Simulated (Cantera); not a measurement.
Input (Python, Cantera):

```python
import numpy as np
import cantera as ct

gas = ct.Solution("h2o2.yaml")
gas.TPX = 700, 430000, {'H2': 1, 'O2': 0.549, 'N2': 2.07, 'H2O': 0.26}
flame = ct.FreeFlame(gas, width=0.014)
flame.set_refine_criteria(ratio=3, slope=0.08, curve=0.16)
flame.transport_model = "mixture-averaged"
flame.solve(loglevel=0, auto=True)
z, T = flame.grid, flame.T
thick = (T[-1] - T[0]) / np.gradient(T, z).max()
show = ['H2', 'O2', 'H2O', 'OH', 'O', 'H2O2']
print(f"laminar burning velocity  {flame.velocity[0] * 100:.3f} cm/s")
print(f"burnt temperature         {T[-1]:.1f} K")
print(f"thermal thickness         {thick * 1e3:.4f} mm")
print(f"grid points               {len(z)}")
z0 = z[flame.heat_release_rate.argmax()]
print(f"{'z/mm':>9s}{'T/K':>9s}{'u/(m/s)':>9s}" + "".join(f"{s:>11s}" for s in show))
rows = []
for k in (-3, -2, -1.5, -1, -0.5, -0.25, 0, 0.25, 0.5, 1, 2, 4, 8):
    zz = z0 + k * thick
    rows.append([k * thick, np.interp(zz, z, T), np.interp(zz, z, flame.velocity),
                 *(np.interp(zz, z, flame.X[gas.species_index(s)]) for s in show)])
    print(f"{rows[-1][0] * 1e3:9.3f}{rows[-1][1]:9.1f}{rows[-1][2]:9.3f}" + "".join(f"{x:11.3e}" for x in rows[-1][3:]))
```

Result:

```
laminar burning velocity  719.738 cm/s
burnt temperature         2443.5 K
thermal thickness         0.0724 mm
grid points               104
     z/mm      T/K  u/(m/s)         H2         O2        H2O         OH          O       H2O2
   -0.217    700.0    7.197  2.578e-01  1.415e-01  6.703e-02  3.494e-15  5.764e-14  1.806e-12
   -0.145    700.0    7.197  2.577e-01  1.415e-01  6.703e-02  2.956e-13  4.877e-12  6.439e-11
   -0.109    700.0    7.196  2.575e-01  1.416e-01  6.705e-02  2.092e-11  3.436e-10  1.564e-09
   -0.072    700.6    7.190  2.562e-01  1.418e-01  6.721e-02  2.194e-09  2.745e-08  6.966e-08
   -0.036    736.1    7.425  2.409e-01  1.434e-01  7.075e-02  3.514e-05  1.032e-05  1.547e-05
   -0.018    974.0    9.515  1.993e-01  1.368e-01  9.850e-02  9.356e-04  3.435e-04  7.032e-05
    0.000   1394.5   13.243  1.258e-01  1.031e-01  1.750e-01  3.776e-03  3.085e-03  2.179e-05
    0.018   1701.3   15.970  6.617e-02  6.098e-02  2.504e-01  9.790e-03  6.564e-03  5.361e-06
    0.036   1869.0   17.439  4.273e-02  4.090e-02  2.844e-01  1.436e-02  7.609e-03  3.395e-06
    0.072   2039.2   18.867  3.158e-02  3.046e-02  3.058e-01  1.690e-02  6.494e-03  2.088e-06
    0.145   2188.2   20.058  2.460e-02  2.555e-02  3.219e-01  1.622e-02  4.259e-03  1.391e-06
    0.289   2304.5   20.953  1.743e-02  2.184e-02  3.364e-01  1.398e-02  2.484e-03  1.000e-06
    0.579   2382.8   21.538  1.139e-02  1.925e-02  3.475e-01  1.139e-02  1.410e-03  7.644e-07
```

Cantera simulation using the H2/O2 subset of GRI-Mech 3.0, which has no nitrogen chemistry; the numbers are that mechanism's predictions, not measurements. The hydrogen kinetics of GRI-Mech 3.0 are dated; newer H2 mechanisms differ, most at raised pressure. Burning velocities carry a grid error of a few per cent, more on coarse grids.
